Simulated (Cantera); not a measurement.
## Silicon epitaxy and polysilicon growth: SiHCl3 + Cl2 + H2

A closed system holds: 1 mol SiHCl3, 0.087 mol Cl2, 480 mol H2, at 16.5 Torr.

These are equilibrium values from Cantera (NASA tables, ideal gas, pure condensed phases), not measurements of a reactor. Candidate condensed phases: Si; 19 gas species. The tables' values for SiCl3 are old estimates; treat these amounts as uncertain. Gases not in the tables: Si2H6 and higher silanes. Kinetics and transport are ignored.

| T (K) | x H2 | x HCl | x H | x SiCl4 | x SiHCl3 | n Si(s) | n Si(l) |
|---|---|---|---|---|---|---|---|
| 850 | 0.997 | 0.00201 | 1.38e-10 | 0.000691 | 0.000568 | 0.368 | 0 |
| 1000 | 0.994 | 0.00560 | 1.53e-8 | 0.000102 | 0.000128 | 0.847 | 0 |
| 1150 | 0.994 | 0.00636 | 5.01e-7 | 2.07e-6 | 6.56e-6 | 0.949 | 0 |
| 1300 | 0.994 | 0.00636 | 7.43e-6 | 7.11e-8 | 5.06e-7 | 0.946 | 0 |
| 1450 | 0.993 | 0.00633 | 6.36e-5 | 4.88e-9 | 6.60e-8 | 0.939 | 0 |
| 1600 | 0.993 | 0.00630 | 0.000365 | 5.57e-10 | 1.27e-8 | 0.927 | 0 |
| 1750 | 0.992 | 0.00630 | 0.00156 | 8.32e-11 | 2.90e-9 | 0 | 0.882 |
x: gas mole fraction; n: condensed amount in mol.

From 850 K to 1600 K the condensed part is Si(s). At 1750 K the condensed part is Si(l). The main Si-bearing gas is SiCl4 at 850 K and SiCl2 at 1750 K. The share of Si in condensed phases is highest at 1150 K (94.9 %) and lowest at 850 K (36.8 %).
